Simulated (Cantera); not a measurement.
A closed system holds: 1 mol Si, 0.76 mol HCl, 16 mol H2, held at 10500 Torr.

Equilibrium computed with Cantera from the NASA thermochemical tables; the gas is ideal and each condensed phase is pure. Candidate condensed phases: Si; 19 gas species. The tables' values for SiCl3 are old estimates; treat these amounts as uncertain. Equilibrium is a limit: real reactors are often held back by kinetics, nucleation or transport. All values below are at 1000 °C.

Base state: H2 0.975, HCl 0.0142, SiHCl3 0.00557, SiH2Cl2 0.00211, SiCl4 0.00203, SiCl2 0.000537, SiCl3 0.000408, SiH3Cl 0.000223 (mole fractions); condensed: Si(s).

What changes in the equilibrium state with this change: Si replaced by SiCl4?


```
species       before     after
----------  --------  --------
H2             0.975     0.878
HCl           0.0142    0.0661
SiCl4        0.00203    0.0347
SiHCl3       0.00557    0.0184
SiH3Cl      0.000223   2.77e-5
SiCl3       0.000408   0.00142
SiH2Cl2      0.00211   0.00135
SiCl2       0.000537  0.000382
Si(s), mol     0.819         0
```
